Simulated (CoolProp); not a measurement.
Computed with CoolProp (reference Helmholtz-energy equation of state, Gao 2022).

Problem. For n-perfluoropentane, give the phase and the density (kg/m³), cv (kJ/(kg K)), isothermal compressibility (1/MPa), fugacity coefficient at 238.3 K and 1.86 MPa.

Solution. 
- 238.3 K and 1.86 MPa: liquid; density 1790, cv 0.735, isothermal compressibility 0.00170, fugacity coefficient 0.00268
